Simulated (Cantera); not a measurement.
Cantera run, input and output.

```python
import numpy as np
import cantera as ct

gas = ct.Solution("h2o2.yaml")
gas.TPX = 525, 200000, {'H2': 1, 'O2': 0.333, 'N2': 1.25}
flame = ct.FreeFlame(gas, width=0.025)
flame.set_refine_criteria(ratio=3, slope=0.08, curve=0.16)
flame.transport_model = "mixture-averaged"
flame.solve(loglevel=0, auto=True)
z, T = flame.grid, flame.T
thick = (T[-1] - T[0]) / np.gradient(T, z).max()
show = ['H2', 'O2', 'H2O2', 'H', 'H2O', 'HO2']
print(f"laminar burning velocity  {flame.velocity[0] * 100:.3f} cm/s")
print(f"burnt temperature         {T[-1]:.1f} K")
print(f"thermal thickness         {thick * 1e3:.4f} mm")
print(f"grid points               {len(z)}")
z0 = z[flame.heat_release_rate.argmax()]
print(f"{'z/mm':>9s}{'T/K':>9s}{'u/(m/s)':>9s}" + "".join(f"{s:>11s}" for s in show))
rows = []
for k in (-3, -2, -1.5, -1, -0.5, -0.25, 0, 0.25, 0.5, 1, 2, 4, 8):
    zz = z0 + k * thick
    rows.append([k * thick, np.interp(zz, z, T), np.interp(zz, z, flame.velocity),
                 *(np.interp(zz, z, flame.X[gas.species_index(s)]) for s in show)])
    print(f"{rows[-1][0] * 1e3:9.3f}{rows[-1][1]:9.1f}{rows[-1][2]:9.3f}" + "".join(f"{x:11.3e}" for x in rows[-1][3:]))
```

Result:

```
laminar burning velocity  747.278 cm/s
burnt temperature         2423.2 K
thermal thickness         0.1729 mm
grid points               124
     z/mm      T/K  u/(m/s)         H2         O2       H2O2          H        H2O        HO2
   -0.519    525.0    7.473  3.871e-01  1.289e-01  3.834e-15  3.750e-16  1.638e-12  8.257e-13
   -0.346    525.0    7.473  3.871e-01  1.289e-01  8.036e-13  9.441e-14  2.412e-10  1.635e-10
   -0.259    525.0    7.473  3.871e-01  1.289e-01  1.440e-11  1.998e-12  3.607e-09  2.858e-09
   -0.173    525.1    7.473  3.871e-01  1.289e-01  1.775e-09  2.589e-09  2.916e-07  3.220e-07
   -0.086    544.2    7.698  3.825e-01  1.294e-01  5.484e-06  6.679e-05  5.628e-04  2.809e-04
   -0.043    798.3   10.979  3.473e-01  1.236e-01  4.068e-05  5.484e-03  2.098e-02  3.775e-04
    0.000   1258.0   16.736  2.518e-01  8.814e-02  8.338e-06  3.617e-02  1.015e-01  1.510e-04
    0.043   1584.1   20.812  1.586e-01  3.278e-02  2.862e-06  6.741e-02  2.048e-01  5.206e-05
    0.086   1738.8   22.687  1.277e-01  1.108e-02  1.701e-06  7.297e-02  2.459e-01  1.683e-05
    0.173   1885.2   24.378  1.238e-01  4.245e-03  9.436e-07  6.332e-02  2.612e-01  6.134e-06
    0.346   2027.9   25.960  1.290e-01  2.644e-03  5.047e-07  4.840e-02  2.685e-01  3.603e-06
    0.691   2159.3   27.372  1.338e-01  1.514e-03  2.762e-07  3.438e-02  2.761e-01  2.029e-06
    1.383   2264.8   28.472  1.375e-01  7.412e-04  1.565e-07  2.293e-02  2.829e-01  1.023e-06
```

Cantera simulation using the H2/O2 subset of GRI-Mech 3.0, which has no nitrogen chemistry; the numbers are that mechanism's predictions, not measurements. Burning velocities carry a grid error of a few per cent, more on coarse grids.
